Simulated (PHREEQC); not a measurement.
Consider water at 25 °C with 0.06 mol/kgw ZnBr2. Closed to the air; pH follows from the charge balance.

Computed with PHREEQC (ion-association model, phreeqc.dat).

| quantity | before | after |
|---|---|---|
| pH | 5.33 | 5.18 |
| ionic strength (mol/kgw) | 0.179 | 0.179 |
| ZnBr+ (mol/kgw) | 0.000542 | 0.000532 |
| ZnBr2 (mol/kgw) | 1.31e-5 | 1.27e-5 |
| ZnOH+ (mol/kgw) | 5.77e-6 | 8.29e-6 |

Q: Which change was made?
(A) 0.12 mol/kgw Zn(NO3)2 added
(B) 0.1 mol/kgw H2SO4 added
(C) ZnBr2 from 0.06 to 0.12 mol/kgw
(D) temperature from 25 to 35 °C

A: D, temperature from 25 to 35 °C

This is a speciation only: nothing precipitates in the calculation.
